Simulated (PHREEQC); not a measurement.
Consider water at 25 °C with 0.023 mol/kgw KOH, 0.24 mol/kgw Al(NO3)3 and 0.0015 mol/kgw CuSO4. Closed to the air; pH follows from the charge balance.

Computed with PHREEQC (ion-association model, phreeqc.dat).

No solid was allowed to form.

Task: Estimate the pH.

Result: pH 4.42.

Task: In which forms is S present?

Result: AlSO4+ 90 %, SO4-2 9.6 % of the S.

Examples of supersaturated solids here: Al(OH)3(a), Gibbsite (slow to form). Others may be too. The ionic strength is past about 0.7 mol/kgw, beyond the range of this activity model, so the values are rough.
